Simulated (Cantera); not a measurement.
## N2O furnace oxynitridation

A perfectly stirred reactor is fed with N2O : H2O = 1 : 0.0029 (molar parts), at 101000 Pa; it is held at 1450 K, and followed from long to short residence time.

Detailed kinetics in Cantera: GRI-Mech 3.0 (53 species, 325 reactions). GRI-Mech 3.0 was tuned for natural gas; its chemistry of N2O as a main component is partial and can be far from experiment. The temperature is held fixed by assumption; the heat of reaction is taken as removed at once.

```csv
τ (s),x N2O,x H2O,x O2,x H2O2,x NO,x H2
1.2,0.0282,0.00195,0.294,1.42e-9,0.0580,2.42e-8
0.54,0.0565,0.00197,0.278,1.91e-9,0.0713,3.08e-8
0.24,0.110,0.00202,0.254,2.53e-9,0.0821,3.78e-8
0.11,0.199,0.00210,0.223,3.23e-9,0.0859,4.37e-8
0.049,0.340,0.00224,0.179,4.01e-9,0.0790,4.80e-8
0.022,0.520,0.00241,0.128,4.73e-9,0.0616,5.05e-8
0.0098,0.700,0.00258,0.0786,5.26e-9,0.0399,5.20e-8
```
x: mole fraction; the columns are a selection and need not sum to one.
